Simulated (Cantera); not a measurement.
A perfectly stirred reactor is fed with H2 : O2 : N2 : H2O = 1 : 0.962 : 4.04 : 0.14 (molar parts), equivalence ratio 0.52, at 7500 Torr; it is adiabatic with a 823 K inlet, and is followed from long to short residence time, starting on the burning branch (τ in s: 0.07, 0.026, 0.0096, 0.0035, 0.0013, 0.00048, 0.00018, 6.6e-05, 2.5e-05, 9.1e-06).

Computed with Cantera and GRI-Mech 3.0 (53 species, 325 reactions). The hydrogen kinetics of GRI-Mech 3.0 are dated; newer H2 mechanisms differ, most at raised pressure.

**Question.** What does this change do: pressure from 7500 Torr to 3750 Torr?

**Answer.** 
```tsv
quantity	before	after
blow-out, bracketed by the residence times tried	burning at 9.10 µs, the shortest tried	burning at 9.10 µs, the shortest tried
x(H2) at τ = 70.0 ms	7.49e-5	0.000112
x(O2) at τ = 70.0 ms	0.0814	0.0813
x(H2O) at τ = 70.0 ms	0.201	0.201
x(NO) at τ = 70.0 ms	0.000310	0.000220
x(NO2) at τ = 70.0 ms	1.07e-6	5.47e-7
x(H2) at τ = 0.480 ms	0.000708	0.00129
x(O2) at τ = 0.480 ms	0.0813	0.0809
x(H2O) at τ = 0.480 ms	0.200	0.198
x(NO) at τ = 0.480 ms	1.75e-5	2.08e-5
x(NO2) at τ = 0.480 ms	1.14e-7	7.48e-8
```
